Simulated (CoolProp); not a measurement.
Cyclopropane at several states: fugacity coefficient from the reference equation and from simpler models built on Tc = 125.5 °C, pc = 5.605 MPa, ω = 0.131; each cubic takes its own stable root.

Computed with CoolProp (reference Helmholtz-energy equation of state, Polt 1992). This equation is an older, rougher fit; its heat capacities, sound speeds and derivatives of the liquid may be far off and weren't checked against measurements.

```csv
T (°C),p (MPa),phase,reference
60.15,0.017,gas,0.9981
176.05,2.67,gas,0.8888
116.75,0.0594,gas,0.9961
147.45,21.9,supercritical,0.3256
162.95,0.472,gas,0.9780
```

**Question.** How far does each simpler model (van der Waals, Redlich-Kwong, Soave-Redlich-Kwong) lie from the reference over these 5 states: mean and median of the absolute difference, and the worst?

**Answer.** 
- van der Waals: mean 3.3 %, median 0.2 %, worst +15.4 % at 147.45 °C and 21.9 MPa
- Redlich-Kwong: mean 1.0 %, median 0.0 %, worst +4.8 % at 147.45 °C and 21.9 MPa
- Soave-Redlich-Kwong: mean 1.5 %, median 0.1 %, worst +7.0 % at 147.45 °C and 21.9 MPa
